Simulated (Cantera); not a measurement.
**Stirred combustor or abatement burner**

A perfectly stirred reactor is fed with 11.5 % H2, 18.6 % O2, 69.9 % N2, at 1.50 bar; it is adiabatic with a 523 K inlet, and is followed from long to short residence time, starting on the burning branch (τ in s: 0.19, 0.083, 0.037, 0.016, 0.0073, 0.0033, 0.0015, 0.00065, 0.00029, 0.00013, 5.8e-05, 2.6e-05, 1.1e-05).

Detailed kinetics in Cantera: the H2/O2 subset of GRI-Mech 3.0, which has no nitrogen chemistry.

```json
[
 {"τ (s)": "0.19", "T (K)": "1409", "x H2": "6.81e-5", "x O2": "0.136", "x H": "1.62e-6", "x O": "2.70e-5", "x HO2": "3.21e-6", "x H2O": "0.122", "x H2O2": "2.37e-7"},
 {"τ (s)": "0.083", "T (K)": "1408", "x H2": "0.000118", "x O2": "0.136", "x H": "3.71e-6", "x O": "4.75e-5", "x HO2": "5.39e-6", "x H2O": "0.122", "x H2O2": "3.52e-7"},
 {"τ (s)": "0.037", "T (K)": "1407", "x H2": "0.000202", "x O2": "0.136", "x H": "8.34e-6", "x O": "8.27e-5", "x HO2": "8.80e-6", "x H2O": "0.122", "x H2O2": "5.11e-7"},
 {"τ (s)": "0.016", "T (K)": "1404", "x H2": "0.000353", "x O2": "0.136", "x H": "1.93e-5", "x O": "0.000147", "x HO2": "1.43e-5", "x H2O": "0.122", "x H2O2": "7.43e-7"},
 {"τ (s)": "0.0073", "T (K)": "1401", "x H2": "0.000592", "x O2": "0.136", "x H": "4.21e-5", "x O": "0.000249", "x HO2": "2.18e-5", "x H2O": "0.121", "x H2O2": "1.05e-6"},
 {"τ (s)": "0.0033", "T (K)": "1396", "x H2": "0.000997", "x O2": "0.136", "x H": "9.20e-5", "x O": "0.000420", "x HO2": "3.23e-5", "x H2O": "0.121", "x H2O2": "1.48e-6"},
 {"τ (s)": "0.0015", "T (K)": "1387", "x H2": "0.00167", "x O2": "0.136", "x H": "0.000198", "x O": "0.000690", "x HO2": "4.57e-5", "x H2O": "0.120", "x H2O2": "2.09e-6"},
 {"τ (s)": "0.00065", "T (K)": "1371", "x H2": "0.00292", "x O2": "0.136", "x H": "0.000436", "x O": "0.00112", "x HO2": "6.31e-5", "x H2O": "0.118", "x H2O2": "3.06e-6"},
 {"τ (s)": "0.00029", "T (K)": "1346", "x H2": "0.00515", "x O2": "0.137", "x H": "0.000901", "x O": "0.00169", "x HO2": "8.29e-5", "x H2O": "0.115", "x H2O2": "4.54e-6"},
 {"τ (s)": "0.00013", "T (K)": "1300", "x H2": "0.00979", "x O2": "0.138", "x H": "0.00173", "x O": "0.00223", "x HO2": "0.000107", "x H2O": "0.110", "x H2O2": "7.12e-6"},
 {"τ (s)": "5.8e-5", "T (K)": "523", "x H2": "0.115", "x O2": "0.186", "x H": "<1e-12", "x O": "<1e-12", "x HO2": "<1e-12", "x H2O": "<1e-12", "x H2O2": "<1e-12"},
 {"τ (s)": "2.6e-5", "T (K)": "523", "x H2": "0.115", "x O2": "0.186", "x H": "<1e-12", "x O": "<1e-12", "x HO2": "<1e-12", "x H2O": "<1e-12", "x H2O2": "<1e-12"},
 {"τ (s)": "1.1e-5", "T (K)": "523", "x H2": "0.115", "x O2": "0.186", "x H": "<1e-12", "x O": "<1e-12", "x HO2": "<1e-12", "x H2O": "<1e-12", "x H2O2": "<1e-12"}
]
```
x: mole fraction; the columns are a selection and need not sum to one.
